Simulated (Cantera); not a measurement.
Input (Python, Cantera) and output of one run.

```python
import numpy as np
import cantera as ct

gas_names = """
    CL CLO CL2 Fe FeCL FeCL2 FeCL3 FeO Fe2CL4 Fe2CL6 N NO NO2 NO3 N2 N2O O O2 O3
""".split()
cond_names = """
    Fe(a) Fe(c) Fe(d) Fe(L) FeCL2(s) FeCL2(L) FeCL3(s) FeCL3(L) FeO(s) FeO(L) Fe2O3(s) Fe3O4(s)
""".split()


def load(file, names, dense=False):
    # The tables refer to 1 bar. Condensed volumes are neglected.
    table = {s.name: s for s in ct.Species.list_from_file(file)}
    out = []
    for n in names:
        d = dict(table[n].input_data)
        d["thermo"] = dict(d["thermo"], **{"reference-pressure": 1e5})
        if dense:
            d["equation-of-state"] = {"model": "constant-volume", "density": "1e6 g/cm^3"}
        out.append(ct.Species.from_dict(d))
    return out


gas = ct.Solution(thermo="ideal-gas", species=load("nasa_gas.yaml", gas_names))
cond = {s.name: ct.Solution(thermo="fixed-stoichiometry", species=[s], name=s.name)
        for s in load("nasa_condensed.yaml", cond_names, dense=True)}
atoms = {
    'Fe3O4': {'Fe': 3, 'O': 4},
    'Cl2': {'CL': 2},
    'N2': {'N': 2},
}
top_T = {'Fe2O3(s)': 1830, 'Fe3O4(s)': 1870}  # K; cautious upper limits of use, not melting points


def equilibrate(T, P, feed):
    n = {}
    for name, mol in feed.items():
        for a, k in atoms[name].items():
            n[a] = n.get(a, 0.0) + k * mol
    gas.TPX = T, P, n
    mass = sum(n.values()) * gas.mean_molecular_weight
    gas.equilibrate("TP")
    valid = [c for c in cond.values() if c.min_temp <= T <= top_T.get(c.name, c.max_temp)]
    mix = ct.Mixture([(gas, mass / gas.mean_molecular_weight)] + [(c, 0.0) for c in valid])
    mix.T, mix.P = T, P
    mix.equilibrate("TP", solver="vcs", rtol=1e-11, max_steps=5000)
    return mix


results = []
T = 1273  # K
P = 38000  # Pa
for m in [0.84, 1.5, 2.2, 2.9, 3.6, 4.2, 4.9, 5.6, 6.3, 7, 7.6]:
    feed = {'Fe3O4': 1, 'Cl2': 0.034, 'N2': m}  # mol
    mix = equilibrate(T, P, feed)
    results.append((T, P, feed, dict(zip(mix.species_names, mix.species_moles))))
    x = sorted(zip(gas.X, gas.species_names), reverse=True)
    print(f"T = {T:g} K  P = {P:g} Pa  n(N2) = {m:g} mol  gas = {mix.phase_moles(0):.4g} mol")
    print("   x: " + "  ".join(f"{s} {v:.3e}" for v, s in x if v > 0.0001))
    print("   condensed (mol): " + ("  ".join(f"{mix.phase(i).name} {mix.phase_moles(i):.4g}"
          for i in range(1, mix.n_phases) if mix.phase_moles(i) > 1e-12) or "none"))
```

It prints:

```
T = 1273 K  P = 38000 Pa  n(N2) = 0.84 mol  gas = 0.8714 mol
   x: N2 9.640e-01  FeCL2 2.905e-02  FeCL3 6.117e-03  CL2 4.383e-04  CL 3.295e-04
   condensed (mol): Fe2O3(s) 0.1231  Fe3O4(s) 0.9076
T = 1273 K  P = 38000 Pa  n(N2) = 1.5 mol  gas = 1.532 mol
   x: N2 9.791e-01  FeCL2 1.746e-02  FeCL3 2.850e-03  CL2 2.634e-04  CL 2.554e-04
   condensed (mol): Fe2O3(s) 0.1247  Fe3O4(s) 0.9065
T = 1273 K  P = 38000 Pa  n(N2) = 2.2 mol  gas = 2.232 mol
   x: N2 9.855e-01  FeCL2 1.236e-02  FeCL3 1.697e-03  CL 2.149e-04  CL2 1.865e-04
   condensed (mol): Fe2O3(s) 0.1255  Fe3O4(s) 0.9058
T = 1273 K  P = 38000 Pa  n(N2) = 2.9 mol  gas = 2.933 mol
   x: N2 9.889e-01  FeCL2 9.593e-03  FeCL3 1.161e-03  CL 1.893e-04  CL2 1.448e-04
   condensed (mol): Fe2O3(s) 0.126  Fe3O4(s) 0.9054
T = 1273 K  P = 38000 Pa  n(N2) = 3.6 mol  gas = 3.633 mol
   x: N2 9.910e-01  FeCL2 7.852e-03  FeCL3 8.597e-04  CL 1.713e-04  CL2 1.185e-04
   condensed (mol): Fe2O3(s) 0.1264  Fe3O4(s) 0.9052
T = 1273 K  P = 38000 Pa  n(N2) = 4.2 mol  gas = 4.233 mol
   x: N2 9.922e-01  FeCL2 6.800e-03  FeCL3 6.929e-04  CL 1.594e-04  CL2 1.026e-04
   condensed (mol): Fe2O3(s) 0.1266  Fe3O4(s) 0.905
T = 1273 K  P = 38000 Pa  n(N2) = 4.9 mol  gas = 4.933 mol
   x: N2 9.933e-01  FeCL2 5.885e-03  FeCL3 5.578e-04  CL 1.483e-04
   condensed (mol): Fe2O3(s) 0.1267  Fe3O4(s) 0.9049
T = 1273 K  P = 38000 Pa  n(N2) = 5.6 mol  gas = 5.633 mol
   x: N2 9.941e-01  FeCL2 5.189e-03  FeCL3 4.619e-04  CL 1.393e-04
   condensed (mol): Fe2O3(s) 0.1268  Fe3O4(s) 0.9048
T = 1273 K  P = 38000 Pa  n(N2) = 6.3 mol  gas = 6.333 mol
   x: N2 9.947e-01  FeCL2 4.642e-03  FeCL3 3.907e-04  CL 1.317e-04
   condensed (mol): Fe2O3(s) 0.1269  Fe3O4(s) 0.9048
T = 1273 K  P = 38000 Pa  n(N2) = 7 mol  gas = 7.033 mol
   x: N2 9.953e-01  FeCL2 4.200e-03  FeCL3 3.363e-04  CL 1.253e-04
   condensed (mol): Fe2O3(s) 0.1269  Fe3O4(s) 0.9047
T = 1273 K  P = 38000 Pa  n(N2) = 7.6 mol  gas = 7.633 mol
   x: N2 9.956e-01  FeCL2 3.883e-03  FeCL3 2.990e-04  CL 1.205e-04
   condensed (mol): Fe2O3(s) 0.1269  Fe3O4(s) 0.9047
```

Cantera equilibrium calculation (NASA polynomials, part measured and part estimated; ideal gas, pure solids and liquids). Mutual solubility and eutectic melting of coexisting phases are not modelled.
